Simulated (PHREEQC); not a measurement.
A solution holds 0.1 mmol/kgw CaSO4, 0.07 mmol/kgw Na2SO4 and 68 mmol/kgw NaCl, at 13 °C. Closed to the air; pH follows from the charge balance.

Model: ion-association model, phreeqc.dat, run in PHREEQC.

Problem. The ionic strength comes out as 0.0686 mol/kgw. What activity coefficients do Cl-, Ca+2, Na+, NaSO4-, SO4-2 get?

Solution. Cl- 0.80, Ca+2 0.44, Na+ 0.81, NaSO4- 0.81, SO4-2 0.43.

This is a speciation only: nothing precipitates in the calculation. Species that the database lacks are ignored. Constants without temperature data keep their 25 °C values here.
